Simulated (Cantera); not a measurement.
Source: NASA polynomial tables (part measured, part estimated), evaluated in Cantera. Values are per mole of reaction as written; species without (g) are pure solids or liquids, kept so even where they would boil at 1 bar.

FeS2 + C ⇌ Fe + CS2(g), with ΔH° = 288.5 kJ and ΔS° = 206.7 J/K at 300 K.

How far is the shortcut ΔG° ≈ ΔH°(300 K) − T·ΔS°(300 K) from the full temperature-dependent value at 450, 500, 550, 600, 650, 700, 750, 800, 850, 900, 950 K?


```csv
T (K),shortcut (kJ),full (kJ),difference (kJ),difference in log10 K
450,195.5,195.6,-0.1,0.01
500,185.2,185.3,-0.1,0.01
550,174.8,175.0,-0.2,0.02
600,164.5,164.8,-0.3,0.02
650,154.2,154.6,-0.4,0.03
700,143.8,144.4,-0.5,0.04
750,133.5,134.2,-0.7,0.05
800,123.2,124.0,-0.8,0.05
850,112.8,113.9,-1.0,0.06
900,102.5,103.7,-1.2,0.07
950,92.2,93.5,-1.4,0.08
```
The shortcut ignores the heat-capacity change of the reaction.
